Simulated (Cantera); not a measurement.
What does this Cantera script print?

```python
import numpy as np
import cantera as ct

gas_names = [...]  # 151 gases of nasa_gas.yaml made of C, H, N, O, Si
cond_names = """
    C(gr) C6H6(L) C7H8(L) C8H18(L),n-octa H2O(s) H2O(L) Si(cr) Si(L) SiC(b) SiO2(Lqz) SiO2(hqz) SiO2(L)
    Si2N2O(s) Si3N4(a)
""".split()


# ... load() reads the species with a 1 bar reference pressure and builds the phases ...
atoms = {
    'HMDSO': {'Si': 2, 'C': 6, 'H': 18, 'O': 1},
    'CO2': {'C': 1, 'O': 2},
    'N2': {'N': 2},
}
top_T = {'C(gr)': 4500, 'SiC(b)': 3050, 'Si2N2O(s)': 2100, 'Si3N4(a)': 2400}  # K; cautious upper limits of use, not melting points


# ... equilibrate(T, P, feed) seeds the gas with the atoms and calls Mixture.equilibrate('TP', solver="vcs", rtol=1e-11, max_steps=5000) ...
results = []
feed = {'HMDSO': 1, 'CO2': 1.6, 'N2': 2}  # mol
P = 1333.22  # Pa
for T in [1323, 1373, 1423, 1473, 1523, 1573, 1623, 1673, 1723, 1773, 1823, 1873]:
    mix = equilibrate(T, P, feed)
    results.append((T, P, feed, dict(zip(mix.species_names, mix.species_moles))))

top = {s: max(r[3][s] / sum(r[3][g] for g in gas_names) for r in results) for s in gas_names}
cols = sorted((s for s in top if top[s] > 1e-06), key=lambda s: -top[s])[:7]
seen = [c for c in cond_names if any(r[3].get(c, 0) > 1e-12 for r in results)]
print("log10 of partial pressures in bar; condensed amounts in mol")
print(f"{'T/K':>10s}" + "".join(f"{s[:9]:>10s}" for s in cols + seen))
for T, P, feed, n in results:
    ng = sum(n[g] for g in gas_names)
    print(f"{T:10.4g}" + "".join(f"{np.log10(max(n[s] / ng * P / 1e5, 1e-99)):10.3f}" for s in cols)
          + "".join(f"{n.get(c, 0):10.4g}" for c in seen))
```

It prints:

```
log10 of partial pressures in bar; condensed amounts in mol
       T/K        H2        CO        N2         H       HCN       SiO C2H2,acet     C(gr)    SiC(b) Si2N2O(s)
      1323    -2.041    -2.491    -2.996    -6.820    -6.110    -7.161    -8.125     4.399         0         1
      1373    -2.042    -2.491    -2.996    -6.498    -5.920    -6.563    -7.804     4.399         0    0.9999
      1423    -2.042    -2.491    -2.996    -6.198    -5.743    -6.007    -7.506     4.398         0    0.9995
      1473    -2.042    -2.491    -2.996    -5.919    -5.579    -5.491    -7.228     4.399         0    0.9984
      1523    -2.103    -2.435    -2.757    -5.688    -5.336    -5.101    -7.030     1.412     1.991         0
      1573    -2.103    -2.435    -2.757    -5.442    -5.193    -5.016    -6.788     1.414     1.989         0
      1623    -2.103    -2.435    -2.757    -5.212    -5.058    -4.937    -6.561     1.415     1.987         0
      1673    -2.104    -2.435    -2.758    -4.995    -4.932    -4.862    -6.348     1.417     1.984         0
      1723    -2.104    -2.436    -2.758    -4.791    -4.813    -4.792    -6.147     1.417     1.982         0
      1773    -2.104    -2.436    -2.759    -4.598    -4.702    -4.726    -5.958     1.417     1.978         0
      1823    -2.105    -2.437    -2.760    -4.416    -4.596    -4.664    -5.780     1.416     1.975         0
      1873    -2.106    -2.438    -2.761    -4.243    -4.497    -4.605    -5.612     1.413     1.971         0
```

Equilibrium computed with Cantera from the NASA thermochemical tables; the gas is ideal and each condensed phase is pure. The feed counts by its element totals alone. N2 is the only nitrogen source here; it is nearly inert below about 1500 K, so the nitride shown seldom forms there in practice.
